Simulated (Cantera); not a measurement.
**Thermodynamics of roasting and sulfation, feed Fe₂O₃ + SO₂ + CO₂**

Feed: 1 mol Fe₂O₃, 1.4 mol SO₂, 0.045 mol CO₂, at 1.00 bar.

Cantera equilibrium calculation (NASA polynomials, part measured and part estimated; ideal gas, pure solids and liquids). Candidate condensed phases: C, Fe, Fe(CO)₅, FeO, FeS, FeSO₄, FeS₂, Fe₂O₃, Fe₂(SO₄)₃, Fe₃O₄, S; 25 gas species. Mutual solubility and eutectic melting of coexisting phases are not modelled. The numbers say what is thermodynamically allowed, not how fast it happens.

```json
[
 {"T (°C)": "1200", "log p SO₂": "-0.02", "log p O₂": "-2.57", "log p CO₂": "-1.51", "log p SO₃": "-2.67", "log p SO": "-5.38", "n Fe₂O₃(s)": "0.967", "n Fe₃O₄(s)": "0.0217"},
 {"T (°C)": "1225", "log p SO₂": "-0.02", "log p O₂": "-2.30", "log p CO₂": "-1.51", "log p SO₃": "-2.59", "log p SO": "-5.34", "n Fe₂O₃(s)": "0.945", "n Fe₃O₄(s)": "0.0368"},
 {"T (°C)": "1250", "log p SO₂": "-0.02", "log p O₂": "-2.03", "log p CO₂": "-1.51", "log p SO₃": "-2.51", "log p SO": "-5.30", "n Fe₂O₃(s)": "0.905", "n Fe₃O₄(s)": "0.0634"},
 {"T (°C)": "1275", "log p SO₂": "-0.02", "log p O₂": "-1.77", "log p CO₂": "-1.51", "log p SO₃": "-2.44", "log p SO": "-5.27", "n Fe₂O₃(s)": "0.835", "n Fe₃O₄(s)": "0.110"},
 {"T (°C)": "1300", "log p SO₂": "-0.03", "log p O₂": "-1.52", "log p CO₂": "-1.52", "log p SO₃": "-2.37", "log p SO": "-5.23", "n Fe₂O₃(s)": "0.712", "n Fe₃O₄(s)": "0.192"},
 {"T (°C)": "1325", "log p SO₂": "-0.04", "log p O₂": "-1.28", "log p CO₂": "-1.53", "log p SO₃": "-2.31", "log p SO": "-5.21", "n Fe₂O₃(s)": "0.497", "n Fe₃O₄(s)": "0.335"},
 {"T (°C)": "1350", "log p SO₂": "-0.06", "log p O₂": "-1.05", "log p CO₂": "-1.55", "log p SO₃": "-2.26", "log p SO": "-5.19", "n Fe₂O₃(s)": "0.116", "n Fe₃O₄(s)": "0.589"},
 {"T (°C)": "1375", "log p SO₂": "-0.06", "log p O₂": "-1.00", "log p CO₂": "-1.55", "log p SO₃": "-2.29", "log p SO": "-5.08", "n Fe₂O₃(s)": "0", "n Fe₃O₄(s)": "0.667"},
 {"T (°C)": "1400", "log p SO₂": "-0.06", "log p O₂": "-0.99", "log p CO₂": "-1.55", "log p SO₃": "-2.33", "log p SO": "-4.93", "n Fe₂O₃(s)": "0", "n Fe₃O₄(s)": "0.667"},
 {"T (°C)": "1425", "log p SO₂": "-0.06", "log p O₂": "-0.99", "log p CO₂": "-1.55", "log p SO₃": "-2.37", "log p SO": "-4.79", "n Fe₂O₃(s)": "0", "n Fe₃O₄(s)": "0.667"}
]
```
log p: log10 of the partial pressure in bar; n: condensed amount in mol.

From 1200 °C to 1350 °C the condensed part is Fe₂O₃(s) + Fe₃O₄(s). From 1375 °C to 1425 °C the condensed part is Fe₃O₄(s).
